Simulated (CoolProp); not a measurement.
Vapour-liquid equilibrium of isobutene (1) + n-butane (2) at 2.96 bar; x and y are mole fractions of (1).

The numbers come from the multi-fluid Helmholtz-energy mixture model, Lemmon 2005 and Bücker 2006; pair parameters Bell 2016 in CoolProp.

```csv
x,"bubble temperature, mixture model (K)","bubble temperature, Raoult's law (K)","y, mixture model","y, Raoult's law"
0.05,304.1,304.2,0.063,0.062
0.2,302.7,303.0,0.239,0.238
0.35,301.4,301.8,0.399,0.402
0.5,300.3,300.7,0.549,0.556
0.65,299.3,299.6,0.691,0.699
0.8,298.3,298.5,0.827,0.834
0.95,297.5,297.5,0.957,0.960
```

The largest gap from Raoult's law is -0.4 K in bubble temperature, at x = 0.35. No azeotrope shows between x = 0.05 and 0.95.

Pair parameters are fitted to limited data, so mixtures are less certain than the pure fluids.
